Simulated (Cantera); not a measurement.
Feed: 1 mol FeCl3, 30 mol H2, 0.3 mol N2, equilibrated at 1475 K and 0.140 Pa.

These are equilibrium values from Cantera (NASA tables, ideal gas, pure condensed phases), not measurements of a reactor. Candidate condensed phases: Fe, FeCl2, FeCl3, NH4Cl; 18 gas species. Rates play no part.

Base state: H2 0.864, HCl 0.0851, Fe 0.0277, H 0.0102, N2 0.00912, FeCl2 0.00267, Cl 0.000812 (mole fractions); condensed: gas only.

What changes in the equilibrium state with this change: FeCl3 replaced by PbI2?


```json
[
 {"species": "H2", "before": "0.864", "after": "0.891"},
 {"species": "I", "before": "0", "after": "0.0595"},
 {"species": "Pb", "before": "0", "after": "0.0299"},
 {"species": "HCl", "before": "0.0851", "after": "0"},
 {"species": "Fe", "before": "0.0277", "after": "0"},
 {"species": "H", "before": "0.0102", "after": "0.0103"},
 {"species": "FeCl2", "before": "0.00267", "after": "0"},
 {"species": "Cl", "before": "0.000812", "after": "0"}
]
```
Further candidate phases: I2, Pb, PbI2.

What changes in the equilibrium state with this change: temperature from 1475 K to 625 K?


```json
[
 {"species": "H2", "before": "0.864", "after": "0.896"},
 {"species": "HCl", "before": "0.0851", "after": "0.0942"},
 {"species": "N2", "before": "0.00912", "after": "0.00943"},
 {"species": "Fe", "before": "0.0277", "after": "<1e-9"},
 {"species": "H", "before": "0.0102", "after": "<1e-9"},
 {"species": "FeCl2", "before": "0.00267", "after": "7.65e-5"},
 {"species": "Cl", "before": "0.000812", "after": "<1e-9"},
 {"species": "Fe(α), mol", "before": "0", "after": "0.998"}
]
```
